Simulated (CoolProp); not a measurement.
Computed with CoolProp (reference Helmholtz-energy equation of state, Thol 2019).

Problem. For n-hexane, give the phase and the expansivity (1/kK), conductivity (mW/(m K)), fugacity coefficient at -1.45 °C and 0.0262 MPa.

Solution. 
- -1.45 °C and 0.0262 MPa: liquid; expansivity 1.29, conductivity 128, fugacity coefficient 0.212

Thermal conductivity comes from a separate model (Assael 2013).
